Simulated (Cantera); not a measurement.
Charge: 1 mol SiC, 4.9 mol H2, equilibrated at 2100 °C and 0.00290 bar.

Method: chemical equilibrium by Gibbs-energy minimisation in Cantera with the NASA 1993 tables (ideal gas, pure condensed phases). Candidate condensed phases: C, C6H6, C7H8, C8H18, Si, SiC; 87 gas species. Gases not in the tables: Si2H6 and higher silanes. The numbers say what is thermodynamically allowed, not how fast it happens.

Base state: H2 0.650, H 0.209, Si 0.105, SiC2 0.0185, Si2C 0.0106, C2H2 (acetylene) 0.00400, SiH 0.00148, Si2 0.000402 (mole fractions); condensed: C(graphite) + SiC(s).

Problem. What changes in the equilibrium state with this change: 0.19 mol Cl2 added?

Solution. 
```csv
species,before,after
H2,0.650,0.604
H,0.209,0.201
Si,0.105,0.104
HCl,0,0.0427
Cl,0,0.0102
Si2C,0.0106,0.0105
SiC2,0.0185,0.0184
SiCl,0,0.00201
SiCl2,0,0.000861
"C(graphite), mol",0.589,0.631
"SiC(s), mol",0.0499,0
```
The tables' values for SiCl are old estimates; treat these amounts as uncertain.
